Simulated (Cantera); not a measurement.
Feed: 1 mol FeS2, 2.2 mol H2S, 0.66 mol H2O, at 1298 K and 2200 Pa.

Method: chemical equilibrium by Gibbs-energy minimisation in Cantera with the NASA 1993 tables (ideal gas, pure condensed phases). Candidate condensed phases: Fe, FeO, Fe(OH)2, Fe(OH)3, FeS, FeSO4, FeS2, Fe2O3, Fe2(SO4)3, Fe3O4, H2O, H2SO4, S; 22 gas species. FeS: taken at fixed stoichiometry. Gases not in the tables: S3 to S7. The numbers say what is thermodynamically allowed, not how fast it happens.

Base state: H2 0.298, S2 0.274, H2S 0.260, H2O 0.166, SH 0.00183, SO2 0.000420, S2O 0.000157, SO 7.28e-5 (mole fractions); condensed: FeS(s).

Task: What changes in the equilibrium state with this change: pressure from 2200 Pa to 13300 Pa?

Result: 
```
species        before     after
-----------  --------  --------
H2S             0.260     0.392
S2              0.274     0.232
H2              0.298     0.198
H2O             0.166     0.176
SO            7.28e-5   4.32e-5
S2O          0.000157  0.000211
SH            0.00183   0.00137
FeS(s), mol      1.00      1.00
```
